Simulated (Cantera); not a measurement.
## Adiabatic ignition

An adiabatic, constant-volume homogeneous reactor starts with 10.9 % CH4, 18.2 % O2, 70.9 % N2, equivalence ratio 1.2, at 1475 K and 9.87 atm.

Computed with Cantera and GRI-Mech 3.0 (53 species, 325 reactions). Above 3000 K some thermodynamic fits are extrapolated.

```json
[
 {"t (s)": "3.00e-6", "T (K)": "1475", "P (bar)": "10.00", "x CH4": "0.109", "x O2": "0.182", "x C2H6": "3.84e-9", "x NO2": "<1e-12", "x HCO": "2.12e-12", "x O": "3.70e-9", "x N2O": "8.57e-12"},
 {"t (s)": "1.47e-5", "T (K)": "1475", "P (bar)": "10.00", "x CH4": "0.109", "x O2": "0.182", "x C2H6": "1.19e-6", "x NO2": "<1e-12", "x HCO": "1.38e-10", "x O": "2.38e-8", "x N2O": "1.49e-10"},
 {"t (s)": "7.24e-5", "T (K)": "1478", "P (bar)": "10.0", "x CH4": "0.108", "x O2": "0.182", "x C2H6": "0.000150", "x NO2": "<1e-12", "x HCO": "9.03e-9", "x O": "1.08e-7", "x N2O": "1.82e-9"},
 {"t (s)": "0.000356", "T (K)": "3115", "P (bar)": "22.4", "x CH4": "2.39e-12", "x O2": "0.00519", "x C2H6": "<1e-12", "x NO2": "3.12e-6", "x HCO": "7.78e-7", "x O": "0.00253", "x N2O": "1.95e-6"},
 {"t (s)": "0.00175", "T (K)": "3115", "P (bar)": "22.4", "x CH4": "2.39e-12", "x O2": "0.00518", "x C2H6": "<1e-12", "x NO2": "3.14e-6", "x HCO": "7.78e-7", "x O": "0.00253", "x N2O": "1.96e-6"},
 {"t (s)": "0.00858", "T (K)": "3115", "P (bar)": "22.4", "x CH4": "2.39e-12", "x O2": "0.00518", "x C2H6": "<1e-12", "x NO2": "3.14e-6", "x HCO": "7.78e-7", "x O": "0.00253", "x N2O": "1.96e-6"},
 {"t (s)": "0.0422", "T (K)": "3115", "P (bar)": "22.4", "x CH4": "2.39e-12", "x O2": "0.00518", "x C2H6": "<1e-12", "x NO2": "3.14e-6", "x HCO": "7.78e-7", "x O": "0.00253", "x N2O": "1.96e-6"},
 {"t (s)": "0.207", "T (K)": "3115", "P (bar)": "22.4", "x CH4": "2.39e-12", "x O2": "0.00518", "x C2H6": "<1e-12", "x NO2": "3.14e-6", "x HCO": "7.78e-7", "x O": "0.00253", "x N2O": "1.96e-6"},
 {"t (s)": "1.02", "T (K)": "3115", "P (bar)": "22.4", "x CH4": "2.39e-12", "x O2": "0.00518", "x C2H6": "<1e-12", "x NO2": "3.14e-6", "x HCO": "7.78e-7", "x O": "0.00253", "x N2O": "1.96e-6"},
 {"t (s)": "5.00", "T (K)": "3115", "P (bar)": "22.4", "x CH4": "2.39e-12", "x O2": "0.00518", "x C2H6": "<1e-12", "x NO2": "3.14e-6", "x HCO": "7.78e-7", "x O": "0.00253", "x N2O": "1.96e-6"}
]
```
x: mole fraction; the columns are a selection and need not sum to one.

```json
{
  "time_of_steepest_temperature_rise": "0.248 ms",
  "temperature at 5.00 s": "3115 K",
  "equilibrium_temperature": "3115 K",
  "x(CH4) at 5.00 s": "2.39e-12 (gas-phase equilibrium 2.87e-12)",
  "x(O2) at 5.00 s": "0.00518 (gas-phase equilibrium 0.00518)",
  "x(C2H6) at 5.00 s": "<1e-12 (gas-phase equilibrium <1e-12)"
}
```
